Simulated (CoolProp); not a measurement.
A simple Rankine cycle with trans-2-butene: condensing at 314.15 K, boiler at 1.23 MPa, turbine inlet 378 K, turbine efficiency 0.9, pump efficiency 0.7, no recuperator. Each further row changes one setting.

The numbers come from the reference Helmholtz-energy equation of state, Lemmon 2005 in CoolProp. It is a short technical equation, of lower accuracy than the large ones.

```tsv
case	thermal efficiency (%)	net work (kJ/kg)	heat in (kJ/kg)	turbine exit temperature (K)	volume ratio over the turbine
as stated	10.3	46.8	453	___	3.32
turbine inlet 398 K	10.3	51.1	497	358.9	3.26
condensing temperature 306.15 K	11.9	56.1	472	330.7	4.16
boiler pressure 0.861 MPa	7.5	35.0	467	351.4	2.26
turbine efficiency 0.8	9.1	___	453	___	3.36
```

Task: What belongs in the gaps?

Result: 
- as stated, turbine exit temperature (K): 337.6
- turbine efficiency 0.8, net work (kJ/kg): 41.4
- turbine efficiency 0.8, turbine exit temperature (K): 340.6
